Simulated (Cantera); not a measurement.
Input: 1 mol Si, 0.63 mol Cl2, 16 mol H2, at 575 K and 13300 Pa.

These are equilibrium values from Cantera (NASA tables, ideal gas, pure condensed phases), not measurements of a reactor. Candidate condensed phases: Si; 19 gas species. The numbers say what is thermodynamically allowed, not how fast it happens.

Base state: H2 0.978, SiCl4 0.0125, SiHCl3 0.00889, SiH2Cl2 0.000291, HCl 2.05e-5 (mole fractions); condensed: Si(s).

Question: What changes in the equilibrium state with this change: pressure from 13300 Pa to 100000 Pa?

Answer: 
```
species       before     after
----------  --------  --------
H2             0.978     0.977
SiHCl3       0.00889    0.0123
SiCl4         0.0125   0.00983
SiH2Cl2     0.000291  0.000705
HCl          2.05e-5   1.16e-5
Si(s), mol     0.647     0.629
```

Question: What changes in the equilibrium state with this change: Si replaced by SiCl4?

Answer: 
```json
[
 {"species": "H2", "before": "0.978", "after": "0.872"},
 {"species": "HCl", "before": "2.05e-5", "after": "0.0715"},
 {"species": "SiCl4", "before": "0.0125", "after": "0.0567"},
 {"species": "SiH2Cl2", "before": "0.000291", "after": "<1e-9"},
 {"species": "SiHCl3", "before": "0.00889", "after": "1.03e-5"},
 {"species": "Si(s), mol", "before": "0.647", "after": "0"}
]
```
